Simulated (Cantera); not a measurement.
An isothermal, constant-pressure homogeneous reactor starts with 99.4 % N2O, 0.646 % H2O, at 1398 K and 10.00 Torr.

Computed with Cantera and GRI-Mech 3.0 (53 species, 325 reactions). GRI-Mech 3.0 was tuned for natural gas; its chemistry of N2O as a main component is partial and can be far from experiment. Radical loss at walls, strong at low pressure, is not modelled. The mechanism lacks the step 2 NO + O2 → 2 NO2, which can matter for NO2 below about 1400 K. The temperature is held fixed by assumption; the heat of reaction is taken as removed at once.

One state of this run: x N2O = 0.0710; x H2O = 0.00444; x NO2 = 6.14e-5; x H2 = 1.44e-7; x OH = 4.64e-5; x N2 = 0.561. x: mole fraction; the columns are a selection and need not sum to one.

Q: Which value of t (s) does it belong to?
A. 2.00e-6
B. 1.83e-5
C. 10.9
D. 0.00154

A: C, 10.9
